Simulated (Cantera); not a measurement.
A closed system holds: 1 mol toluene, 0.86 mol NH3, 6.7 mol N2, held at 0.0100 bar.

These are equilibrium values from Cantera (NASA tables, ideal gas, pure condensed phases), not measurements of a reactor. Candidate condensed phases: C, C6H6, C7H8, C8H18; 92 gas species. Equilibrium is a limit: real reactors are often held back by kinetics, nucleation or transport.

x: gas mole fraction; n: condensed amount in mol.

| T (°C) | x N2 | x H2 | x H | x HCN | n C(graphite) |
|---|---|---|---|---|---|
| 500 | 0.576 | 0.420 | 5.88e-12 | 2.28e-8 | 6.95 |
| 600 | 0.575 | 0.425 | 3.05e-10 | 2.48e-7 | 6.99 |
| 700 | 0.574 | 0.426 | ? | ? | 7.00 |
| 800 | 0.574 | 0.426 | 9.14e-8 | 7.62e-6 | 7.00 |
| 900 | 0.574 | 0.426 | 7.69e-7 | 2.71e-5 | 7.00 |
| 1000 | 0.574 | 0.426 | 4.65e-6 | 7.89e-5 | 7.00 |
| 1100 | 0.574 | 0.426 | 2.17e-5 | 0.000196 | 7.00 |
| 1200 | 0.574 | 0.426 | 8.25e-5 | 0.000430 | 6.99 |
| 1300 | 0.574 | 0.425 | 0.000265 | 0.000853 | 6.99 |
| 1400 | 0.573 | 0.425 | 0.000742 | 0.00155 | 6.98 |
| 1500 | 0.572 | 0.423 | 0.00185 | 0.00264 | 6.96 |
| 1600 | 0.571 | 0.421 | 0.00419 | 0.00423 | 6.94 |
| 1700 | 0.568 | 0.416 | ? | ? | 6.91 |
| 1800 | 0.564 | 0.408 | 0.0168 | 0.00934 | 6.86 |

Problem. Some entries are withheld; supply them.

Solution. 
- 1700, x H: 0.00870
- 1700, x HCN: 0.00644
- 700, x H: 7.05e-9
- 700, x HCN: 1.64e-6
